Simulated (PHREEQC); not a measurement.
A solution holds 3.2 mol CaCl2, 0.99 mol SrCl2 and 2.9 mol LiCl per kg of water, at 15 °C. Closed to the air; pH follows from the charge balance.

All values are PHREEQC results (Pitzer model, pitzer.dat), not measurements.

```yaml
ionic_strength: 15.5 mol/kgw
activity_of_water: 0.393
density: 1.341 g/cm³
osmotic_coefficient: 2.826
```

```
species  molality  activity   log γ
-------  --------  --------  ------
Cl-          11.3      11.0  -0.012
Ca+2         3.20      1000   3.191
Li+          2.90       426   2.167
Sr+2        0.990       581   2.769
OH-       1.16e-7  8.47e-11  -3.135
H+        1.16e-7   2.10e-5   2.260
```

No solid was allowed to form.
